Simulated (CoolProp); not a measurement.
Vapour-liquid equilibrium of toluene (1) + p-xylene (2) at 8.4 bar; x and y are mole fractions of (1).

Computed with CoolProp (multi-fluid Helmholtz-energy mixture model, Lemmon 2006 and Zhou 2012; pair parameters Bell 2016).

```csv
x,bubble temperature (°C),y at the bubble point,dew temperature at overall composition x (°C),liquid density (mol/L)
0.05,237.8,0.074,238.5,6.053
0.125,234.8,0.179,236.4,6.143
0.2,232.0,0.278,234.2,6.234
0.275,229.1,0.370,232.0,6.325
0.35,226.4,0.455,229.8,6.417
0.425,223.8,0.535,227.4,6.509
0.5,221.3,0.610,225.0,6.602
0.575,218.8,0.680,222.5,6.696
0.65,216.4,0.745,219.9,6.790
0.725,214.2,0.805,217.2,6.885
0.8,212.0,0.863,214.4,6.982
0.875,209.8,0.917,211.5,7.079
0.95,207.8,0.967,208.5,7.178
```

No azeotrope shows between x = 0.05 and 0.95.

The pair parameters rest on a limited set of measurements; away from them the model extrapolates.
